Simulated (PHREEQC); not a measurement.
A column of 0.5 m (30 cells, dispersivity 0.04 m, 60 s a shift, diffusion coefficient 3e-10 m²/s) holds 0.068 eq of the database's cation exchanger X per kg of pore water, first in equilibrium with 39 mmol/kgw NH4Cl, 1.2 mmol/kgw MnCl2 and 0.01 mmol/kgw HCl. It is flushed with 0.041 mol LiCl, 0.054 mol KCl and 1e-05 mol HCl per kg of water, at 25 °C. Values are for the last cell. No CO2 enters from the air. No solid was allowed to form.

The series has 31 steps of pore volumes, from 0 to 4.017.

Computed with PHREEQC (ion-association model, phreeqc.dat).

Q: After how many pore volumes does K at the outlet first reach half of its feed value?

A: By 2.0 pore volumes.

Q: After how many pore volumes does Li at the outlet first reach half of its feed value?

A: By 1.2 pore volumes.

Complexes and solids missing from the database can't appear.
